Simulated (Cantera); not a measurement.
Input: 1 mol Al, 0.93 mol Cl2, held at 825 K and 133 Pa.

Equilibrium computed with Cantera from the NASA thermochemical tables; the gas is ideal and each condensed phase is pure. Candidate condensed phases: Al, AlCl3; 8 gas species. The tables' values for AlCl2 are old estimates; treat these amounts as uncertain. Equilibrium is a limit: real reactors are often held back by kinetics, nucleation or transport.

Base state: AlCl3 0.980, AlCl 0.0138, AlCl2 0.00392, Al2Cl6 0.00249 (mole fractions); condensed: Al(s).

### Question
What changes in the equilibrium state with this change: pressure from 133 Pa to 250 Pa?

### Answer
```json
[
 {"species": "AlCl3", "before": "0.980", "after": "0.983"},
 {"species": "AlCl", "before": "0.0138", "after": "0.00911"},
 {"species": "Al2Cl6", "before": "0.00249", "after": "0.00471"},
 {"species": "AlCl2", "before": "0.00392", "after": "0.00319"},
 {"species": "Al(s), mol", "before": "0.373", "after": "0.376"}
]
```
